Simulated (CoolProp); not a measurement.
C3F8 (R218) at several states: fugacity coefficient from the reference equation and from simpler models built on Tc = 71.9 °C, pc = 2.640 MPa, ω = 0.317; each cubic takes its own stable root.

Model: reference Helmholtz-energy equation of state, Lemmon 2006, in CoolProp. It is a short technical equation, of lower accuracy than the large ones.

```json
[
 {"T (°C)": "95.15", "p (MPa)": "3.5", "phase": "supercritical", "reference": "0.6612"},
 {"T (°C)": "-129.55", "p (MPa)": "0.0112", "phase": "liquid", "reference": "0.004212"},
 {"T (°C)": "-9.45", "p (MPa)": "0.197", "phase": "gas", "reference": "0.9363"},
 {"T (°C)": "15.25", "p (MPa)": "0.0543", "phase": "gas", "reference": "0.9874"},
 {"T (°C)": "55.45", "p (MPa)": "6.36", "phase": "liquid", "reference": "0.2718"},
 {"T (°C)": "-50.25", "p (MPa)": "0.69", "phase": "liquid", "reference": "0.07688"}
]
```

Q: How far does each simpler model (van der Waals, Soave-Redlich-Kwong) lie from the reference over these 6 states: mean and median of the absolute difference, and the worst?

A: 
- van der Waals: mean 3993.6 %, median 15.7 %, worst +23425.6 % at -129.55 °C and 0.0112 MPa
- Soave-Redlich-Kwong: mean 1.1 %, median 0.4 %, worst +4.2 % at 55.45 °C and 6.36 MPa

At some of these states van der Waals gives the other phase, because its saturation line lies elsewhere.
